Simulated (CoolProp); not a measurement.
Methane along the isotherm 146.3 K: fugacity coefficient from the reference equation and from simpler models built on Tc = 190.6 K, pc = 4599 kPa, ω = 0.011; each cubic takes its own stable root.

Model: reference Helmholtz-energy equation of state, Setzmann 1991, in CoolProp.

| p (kPa) | phase | reference | van der Waals | Redlich-Kwong | Soave-Redlich-Kwong | Peng-Robinson |
|---|---|---|---|---|---|---|
| 460 | gas | 0.9285 | 0.9448 | 0.9289 | 0.9300 | 0.9256 |
| 920 | liquid | 0.8234 | 0.8894 | 0.7953 | 0.8329 | 0.8238 |
| 1380 | liquid | 0.5581 | 0.8333 | 0.5393 | 0.5649 | 0.5576 |
| 1840 | liquid | 0.4256 | 0.6645 | 0.4114 | 0.4310 | 0.4246 |
| 2300 | liquid | 0.3461 | 0.5445 | 0.3347 | 0.3507 | 0.3448 |
| 2760 | liquid | 0.2932 | 0.4648 | 0.2837 | 0.2973 | 0.2917 |
| 3220 | liquid | 0.2555 | 0.4080 | 0.2473 | 0.2591 | 0.2538 |
| 3680 | liquid | 0.2273 | 0.3656 | 0.2200 | 0.2306 | 0.2254 |
| 4140 | liquid | 0.2053 | 0.3327 | 0.1988 | 0.2084 | 0.2034 |
| 4600 | liquid | 0.1878 | 0.3065 | 0.1819 | 0.1908 | 0.1857 |
| 5060 | liquid | 0.1736 | 0.2852 | 0.1682 | 0.1763 | 0.1714 |
| 5520 | liquid | 0.1617 | 0.2676 | 0.1567 | 0.1643 | 0.1594 |
| 5980 | liquid | 0.1517 | 0.2528 | 0.1471 | 0.1542 | 0.1493 |
| 6440 | liquid | 0.1432 | 0.2402 | 0.1388 | 0.1456 | 0.1407 |
| 6900 | liquid | 0.1358 | 0.2294 | 0.1317 | 0.1381 | 0.1333 |

At some of these states van der Waals gives the other phase, because its saturation line lies elsewhere.
